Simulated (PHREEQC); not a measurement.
Dissolve 89 mmol/kgw H3BO3 and 0.11 mmol/kgw NaF at 45 °C. Closed to the air; pH follows from the charge balance.

Equilibrium calculation in PHREEQC: ion-association model, phreeqc.dat.

This is a speciation only: nothing precipitates in the calculation.

**Question.** What pH does the model give?

**Answer.** pH 5.12.

**Question.** In which forms is F present?

**Answer.** F- 94 %, BF(OH)3- 4.0 %, HF 1.5 %, BF2(OH)2- 0.7 % of the F.

Constants without temperature data keep their 25 °C values here. Real BF4- forms and hydrolyses slowly; the run takes it at equilibrium.
